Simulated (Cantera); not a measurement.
Mixture: H2 : O2 : N2 : H2O = 1 : 0.625 : 2.35 : 0.91 (molar parts), equivalence ratio 0.80, at 500000 Pa, adiabatic and at constant volume. Ignition delay is the time to a rise of 400 K.

Cantera simulation using the H2/O2 subset of GRI-Mech 3.0, which has no nitrogen chemistry; the numbers are that mechanism's predictions, not measurements. The hydrogen kinetics of GRI-Mech 3.0 are dated; newer H2 mechanisms differ, most at raised pressure.

Q: Predict: delay at 950 K; delay at 1025 K; delay at 1100 K; delay at 1175 K; delay at 1250 K; delay at 1325 K; delay at 1400 K.

A: 
| Property | Value |
|---|---|
| delay at 950 K | 54.6 ms |
| delay at 1025 K | 9.98 ms |
| delay at 1100 K | 2.15 ms |
| delay at 1175 K | 0.482 ms |
| delay at 1250 K | 91.3 µs |
| delay at 1325 K | 16.0 µs |
| delay at 1400 K | 7.14 µs |
